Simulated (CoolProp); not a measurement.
Properties of fluoroethane (R161) at several states (Tc = 102.1 °C, pc = 5.010 MPa, ω = 0.216).

Model: reference Helmholtz-energy equation of state, Wu 2012, in CoolProp.

```
T (°C)   p (MPa)   phase  density (kg/m³)  cp (kJ/(kg K))  expansivity (1/kK)  fugacity coefficient
-------  -------  ------  ---------------  --------------  ------------------  --------------------
57.85          5  liquid            649.5           2.463                   ?                0.3494
38.65      0.108     gas            2.031           1.299               3.364                0.9860
-68.75      4.08  liquid            863.7           1.912               1.489              0.005194
-94.15     0.758  liquid                ?               ?               1.439              0.003811
-109.95        5  liquid                ?               ?               1.380             0.0001472
```

Some entries are withheld; supply them.


- 57.85, expansivity (1/kK): 4.110
- -94.15, density (kg/m³): 893.8
- -94.15, cp (kJ/(kg K)): 1.960
- -109.95, density (kg/m³): 916.5
- -109.95, cp (kJ/(kg K)): 2.013
